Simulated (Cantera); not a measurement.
Feed: 1 mol H2O, 14 mol N2, held at 1330 Pa.

Equilibrium computed with Cantera from the NASA thermochemical tables; the gas is ideal and each condensed phase is pure. Candidate condensed phases: H2O; 24 gas species. Equilibrium is a limit: real reactors are often held back by kinetics, nucleation or transport.

### Question
At 2350 K, list the 4 most abundant gas species with their mole fractions, and the condensed phases.

### Answer
N2 0.913, H2O 0.0417, H2 0.0140, H 0.0128. Condensed: gas only.
